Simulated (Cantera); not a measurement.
Feed: 1 mol Si, 7.5 mol H2O, 12 mol H2, held at 0.0150 bar.

Equilibrium computed with Cantera from the NASA thermochemical tables; the gas is ideal and each condensed phase is pure. Candidate condensed phases: H2O, Si, SiO2; 18 gas species. The tables hold silica as quartz up to 1696 K and as liquid above; real silica turns to tridymite and cristobalite and melts near 1996 K. Kinetics and transport are ignored.

log p: log10 of the partial pressure in bar; n: condensed amount in mol.

| T (°C) | log p H2 | log p H2O | log p H | log p SiO | log p OH | log p SiO2 | n SiO2(α-quartz) | n SiO2(β-quartz) | n SiO2(condensed) |
|---|---|---|---|---|---|---|---|---|---|
| 327 | -1.97 | -2.37 | <-13 | <-13 | <-13 | <-13 | 1.00 | 0 | 0 |
| 527 | -1.97 | -2.37 | -12.52 | <-13 | <-13 | <-13 | 1.00 | 0 | 0 |
| 727 | -1.97 | -2.37 | -9.63 | <-13 | -12.69 | <-13 | 0 | 1.00 | 0 |
| 927 | -1.97 | -2.37 | (withheld) | (withheld) | (withheld) | <-13 | 0 | 1.00 | 0 |
| 1127 | -1.97 | -2.37 | (withheld) | (withheld) | (withheld) | -13.14 | 0 | 1.00 | 0 |
| 1327 | -1.97 | -2.37 | -5.25 | -7.19 | -7.06 | -10.38 | 0 | 1.000 | 0 |
| 1527 | -1.97 | -2.37 | -4.43 | -5.25 | -6.02 | -8.26 | 0 | 0 | 0.993 |

Task: Some entries are withheld; supply them.

Result: 
- 1127, log p H: -6.30
- 1127, log p SiO: -9.71
- 1127, log p OH: -8.40
- 927, log p H: -7.69
- 927, log p SiO: -13.10
- 927, log p OH: -10.19
